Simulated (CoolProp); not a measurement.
Vapour-liquid equilibrium of C3F8 (R218) (1) + c-C4F8 (RC318) (2) at 245 kPa; x and y are mole fractions of (1).

The numbers come from the multi-fluid Helmholtz-energy mixture model, Lemmon 2006 and Platzer 1990; pair parameters Bell 2016 in CoolProp. This equation is an older, rougher fit; its heat capacities, sound speeds and derivatives of the liquid may be far off and weren't checked against measurements.

**Question.** Give the bubble temperature and the first vapour's composition at x = 0.25, 0.65, 0.75. Is there an azeotrope?

**Answer.** x = 0.25: 284.7 K, y = 0.406; x = 0.65: 268.9 K, y = 0.871; x = 0.75: 265.3 K, y = 0.925. No azeotrope shows between x = 0.05 and 0.95.

Pair parameters are fitted to limited data, so mixtures are less certain than the pure fluids.
